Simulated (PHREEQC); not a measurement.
A made-up water analysis in mg/L, 25 °C, pH 3.66, pe 9.7:

| constituent | mg/L |
|---|---|
| Na | 37.1 |
| K | 1.55 |
| Ca | 44.5 |
| Mg | 20.3 |
| Cl | 13.2 |
| S(6) as SO4 | 271 |
| Pb | 3.66 |
| Zn | 1.04 |
| B | 0.00923 |
| O(0) (dissolved oxygen) | 1.88 |

Valence states are taken as typed.

Computed with PHREEQC (ion-association model, phreeqc.dat).

No solid was allowed to form.

Predict the ionic strength, specific conductance, charge-balance error.

ionic strength 0.00919 mol/kgw; specific conductance 681 µS/cm; charge-balance error -1.2 %.

In which forms is Ca present?

Ca+2 84 %, CaSO4 16 % of the Ca.

Species that the database lacks are ignored.
